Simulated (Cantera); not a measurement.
A perfectly stirred reactor is fed with 7.30 % H2, 4.87 % O2, 87.6 % N2, 0.190 % H2O, equivalence ratio 0.75, at 0.620 bar; it is held at 1225 K, and followed from long to short residence time.

Cantera simulation using GRI-Mech 3.0 (53 species, 325 reactions); the numbers are that mechanism's predictions, not measurements. The temperature is held fixed by assumption; the heat of reaction is taken as removed at once.

One state of this run: x H2 = 0.000973; x O2 = 0.0130; x O = 0.000165; x H2O2 = 7.46e-7; x H = 0.000257; x N2O = 1.28e-7; x H2O = 0.0764. x: mole fraction; the columns are a selection and need not sum to one.

Question: Which value of τ (s) does it belong to?
(A) 0.0091
(B) 0.018
(C) 0.037
(D) 0.15

Answer: C, 0.037
